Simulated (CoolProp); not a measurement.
Hydrogen sulfide along the isotherm 220 K: fugacity coefficient from the reference equation and from simpler models built on Tc = 373.1 K, pc = 89.99 bar, ω = 0.101; each cubic takes its own stable root.

Model: reference Helmholtz-energy equation of state, Lemmon 2006, in CoolProp. It is a short technical equation, of lower accuracy than the large ones.

```csv
p (bar),phase,reference,van der Waals,Redlich-Kwong,Soave-Redlich-Kwong,Peng-Robinson
22.5,liquid,0.06467,0.3032,0.06930,0.06440,0.06575
45,liquid,0.03381,0.1622,___,0.03371,0.03424
67.5,liquid,0.02357,0.1157,0.02533,0.02353,0.02378
90,liquid,0.01848,0.09280,___,0.01848,0.01857
112,liquid,0.01550,0.07960,0.01672,0.01552,0.01553
135,liquid,0.01346,0.07068,0.01453,0.01349,0.01342
157,liquid,0.01208,0.06485,0.01306,0.01213,0.01201
180,liquid,0.01102,0.06050,0.01194,0.01108,0.01091
202,liquid,0.01025,0.05749,0.01112,___,0.01012
225,liquid,0.009627,0.05519,0.01046,0.009704,0.009461
```

Q: Fill in the missing entries.

A: 
- 45, Redlich-Kwong: 0.03629
- 90, Redlich-Kwong: 0.01989
- 202, Soave-Redlich-Kwong: 0.01032
